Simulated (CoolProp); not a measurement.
Computed with CoolProp (reference Helmholtz-energy equation of state, Lemmon 2006). It is a short technical equation, of lower accuracy than the large ones.

### Question
For carbonyl sulfide, give the phase and the density (kg/m³), cv (kJ/(kg K)), speed of sound (m/s), expansivity (1/kK) at 620 K and 8680 kPa; 620 K and 13000 kPa; 620 K and 14500 kPa.

### Answer
- 620 K and 8680 kPa: supercritical; density 110, cv 0.738, speed of sound 311, expansivity 2.23
- 620 K and 13000 kPa: supercritical; density 169, cv 0.746, speed of sound 313, expansivity 2.53
- 620 K and 14500 kPa: supercritical; density 191, cv 0.749, speed of sound 314, expansivity 2.62
